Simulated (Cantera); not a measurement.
# MgSO4 + O2 + HF (calcination and drying)

Charge: 1 mol MgSO4, 0.07 mol O2, 0.031 mol HF, equilibrated at 4.20 bar.

Equilibrium computed with Cantera from the NASA thermochemical tables; the gas is ideal and each condensed phase is pure. Candidate condensed phases: H2O, H2SO4, Mg, MgF2, MgO, Mg(OH)2, MgS, MgSO4, S; 53 gas species. Mutual solubility and eutectic melting of coexisting phases are not modelled. Kinetics and transport are ignored.

```json
[
 {"T (°C)": "877", "x O2": "0.703", "x SO2": "0.0669", "x H2O": "0.112", "x HF": "0.0727", "x SO3": "0.0451", "x MgF2": "1.38e-9", "x OH": "1.47e-6", "n MgF2(s)": "0.0117", "n MgSO4(s)": "0.988", "n MgO(s)": "0", "n MgSO4(l)": "0", "n MgF2(l)": "0"},
 {"T (°C)": "952", "x O2": "0.707", "x SO2": "0.0883", "x H2O": "0.120", "x HF": "0.0526", "x SO3": "0.0321", "x MgF2": "1.56e-8", "x OH": "4.33e-6", "n MgF2(s)": "0.0127", "n MgSO4(s)": "0.987", "n MgO(s)": "0", "n MgSO4(l)": "0", "n MgF2(l)": "0"},
 {"T (°C)": "1027", "x O2": "0.709", "x SO2": "0.104", "x H2O": "0.126", "x HF": "0.0380", "x SO3": "0.0220", "x MgF2": "1.31e-7", "x OH": "1.12e-5", "n MgF2(s)": "0.0135", "n MgSO4(s)": "0.987", "n MgO(s)": "0", "n MgSO4(l)": "0", "n MgF2(l)": "0"},
 {"T (°C)": "1102", "x O2": "0.711", "x SO2": "0.116", "x H2O": "0.131", "x HF": "0.0277", "x SO3": "0.0150", "x MgF2": "8.72e-7", "x OH": "2.59e-5", "n MgF2(s)": "0.0140", "n MgSO4(s)": "0.986", "n MgO(s)": "0", "n MgSO4(l)": "0", "n MgF2(l)": "0"},
 {"T (°C)": "1177", "x O2": "0.472", "x SO2": "0.432", "x H2O": "0.0461", "x HF": "0.0209", "x SO3": "0.0296", "x MgF2": "4.71e-6", "x OH": "2.90e-5", "n MgF2(s)": "0.0126", "n MgSO4(s)": "0", "n MgO(s)": "0.114", "n MgSO4(l)": "0.874", "n MgF2(l)": "0"},
 {"T (°C)": "1252", "x O2": "0.350", "x SO2": "0.611", "x H2O": "0.00471", "x HF": "0.0103", "x SO3": "0.0244", "x MgF2": "2.14e-5", "x OH": "1.67e-5", "n MgF2(s)": "0.00739", "n MgSO4(s)": "0", "n MgO(s)": "0.993", "n MgSO4(l)": "0", "n MgF2(l)": "0"},
 {"T (°C)": "1327", "x O2": "0.352", "x SO2": "0.615", "x H2O": "0.00369", "x HF": "0.0122", "x SO3": "0.0173", "x MgF2": "6.96e-5", "x OH": "2.70e-5", "n MgF2(s)": "0", "n MgSO4(s)": "0", "n MgO(s)": "0.994", "n MgSO4(l)": "0", "n MgF2(l)": "0.00575"},
 {"T (°C)": "1402", "x O2": "0.353", "x SO2": "0.618", "x H2O": "0.00286", "x HF": "0.0138", "x SO3": "0.0127", "x MgF2": "0.000196", "x OH": "4.12e-5", "n MgF2(s)": "0", "n MgSO4(s)": "0", "n MgO(s)": "0.995", "n MgSO4(l)": "0", "n MgF2(l)": "0.00427"},
 {"T (°C)": "1477", "x O2": "0.354", "x SO2": "0.619", "x H2O": "0.00218", "x HF": "0.0151", "x SO3": "0.00950", "x MgF2": "0.000499", "x OH": "5.94e-5", "n MgF2(s)": "0", "n MgSO4(s)": "0", "n MgO(s)": "0.996", "n MgSO4(l)": "0", "n MgF2(l)": "0.00273"},
 {"T (°C)": "1552", "x O2": "0.354", "x SO2": "0.620", "x H2O": "0.00165", "x HF": "0.0161", "x SO3": "0.00729", "x MgF2": "0.00117", "x OH": "8.18e-5", "n MgF2(s)": "0", "n MgSO4(s)": "0", "n MgO(s)": "0.997", "n MgSO4(l)": "0", "n MgF2(l)": "0.000826"},
 {"T (°C)": "1627", "x O2": "0.354", "x SO2": "0.621", "x H2O": "0.00166", "x HF": "0.0160", "x SO3": "0.00572", "x MgF2": "0.00172", "x OH": "0.000126", "n MgF2(s)": "0", "n MgSO4(s)": "0", "n MgO(s)": "0.997", "n MgSO4(l)": "0", "n MgF2(l)": "0"}
]
```
x: gas mole fraction; n: condensed amount in mol.

From 877 °C to 1102 °C the condensed part is MgF2(s) + MgSO4(s). At 1177 °C the condensed part is MgF2(s) + MgO(s) + MgSO4(l). At 1252 °C the condensed part is MgF2(s) + MgO(s). From 1327 °C to 1552 °C the condensed part is MgF2(l) + MgO(s). At 1627 °C the condensed part is MgO(s).
